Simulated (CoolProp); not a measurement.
Saturation properties of normal hydrogen.

Model: reference Helmholtz-energy equation of state, Leachman 2009, in CoolProp.

| T (K) | p (MPa) | liquid density (kg/m³) | enthalpy of vaporisation (kJ/kg) | liquid cp (kJ/(kg K)) | liquid viscosity (µPa s) | liquid conductivity (mW/(m K)) |
|---|---|---|---|---|---|---|
| 26 | 0.3940 | 63.08 | 394.8 | 14.49 | 8.79 | 101 |
| 26.8 | 0.4602 | 61.67 | 381.2 | 15.66 | 8.28 | 100 |
| 27.7 | 0.5436 | 59.95 | 363.4 | 17.31 | 7.73 | 99.2 |
| 28.5 | 0.6262 | 58.27 | 344.8 | 19.25 | 7.26 | 97.9 |
| 29.3 | 0.7172 | 56.39 | 323.2 | 21.92 | 6.79 | 96.3 |
| 30.1 | 0.8174 | 54.25 | 297.4 | 25.89 | 6.32 | 94.4 |
| 31 | 0.9416 | 51.38 | 261.3 | 33.76 | 5.76 | 92.0 |
| 31.8 | 1.063 | 48.09 | 218.8 | 49.69 | 5.19 | 90.0 |
| 32.6 | 1.197 | 43.10 | 153.2 | 116.7 | 4.47 | 91.7 |

It boils at 20.4 K under 1 atm.

Viscosity comes from a separate model (Muzny 2013). Thermal conductivity comes from a separate model (Assael 2011).
